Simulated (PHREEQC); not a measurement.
Copper plating or etch bath: speciation

Make-up at 25 °C: 0.011 mol/kgw CuCl2, 0.00022 mol/kgw HBF4 and 0.31 mol/kgw NaCl. Closed to the air; pH follows from the charge balance.

Computed with PHREEQC (ion-association model, wateq4f.dat).

```
Item                       Value
-----------------  -------------
pH                          3.31
ionic strength     0.339 mol/kgw
activity of water          0.989
total alkalinity   -0.880 meq/kg
```

| species | molality | activity | log γ |
|---|---|---|---|
| Cl- | 0.330 | 0.221 | -0.173 |
| Na+ | 0.310 | 0.223 | -0.143 |
| Cu+2 | 0.00869 | 0.00243 | -0.553 |
| CuCl+ | 0.00213 | 0.00145 | -0.168 |
| H+ | 0.000627 | 0.000487 | -0.109 |
| F- | 0.000558 | 0.000371 | -0.178 |
| HF | 0.000251 | 0.000271 | 0.034 |
| H3BO3 | 0.000218 | 0.000236 | 0.034 |
| CuCl2 | 0.000159 | 0.000172 | 0.034 |

This is a speciation only: nothing precipitates in the calculation. Species that the database lacks are ignored. Real BF4- forms and hydrolyses slowly; the run takes it at equilibrium.
